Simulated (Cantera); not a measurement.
Input: 1 mol Ti, 0.15 mol C3H8, at 2150 K and 14.0 Pa.

These are equilibrium values from Cantera (NASA tables, ideal gas, pure condensed phases), not measurements of a reactor. Candidate condensed phases: C, C6H6, C7H8, C8H18, Ti, TiC; 77 gas species. TiC: taken at fixed stoichiometry. The numbers say what is thermodynamically allowed, not how fast it happens.

Base state: Ti 0.427, H2 0.359, H 0.214 (mole fractions); condensed: TiC(s).

Task: What changes in the equilibrium state with this change: pressure from 14.0 Pa to 1000 Pa?

Result: 
| species | before | after |
|---|---|---|
| H2 | 0.359 | 0.953 |
| H | 0.214 | 0.0412 |
| Ti | 0.427 | 0.00619 |
| TiC(s), mol | 0.450 | 0.450 |
| Ti(l), mol | 0 | 0.546 |
Mutual solubility and eutectic melting of coexisting phases are not modelled. Condensed phases not in the tables: N, O or C dissolved in the metal.
